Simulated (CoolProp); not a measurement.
Chloromethane (R40) at 467.73 K and 7.79 MPa is throttled through a valve to 4.52 MPa with no heat exchange. Each further row changes one setting.

The numbers come from the reference Helmholtz-energy equation of state, Thol 2014 in CoolProp.

| case | temperature change (K) | final density (kg/m³) |
|---|---|---|
| as stated | … | … |
| outlet pressure 1.36 MPa | … | … |
| outlet pressure 5.88 MPa | … | 112 |

Problem. Some entries are withheld; supply them.

Solution. 
- as stated, temperature change (K): -33.3
- as stated, final density (kg/m³): 83.7
- outlet pressure 1.36 MPa, temperature change (K): -74.9
- outlet pressure 1.36 MPa, final density (kg/m³): 23.2
- outlet pressure 5.88 MPa, temperature change (K): -18.4
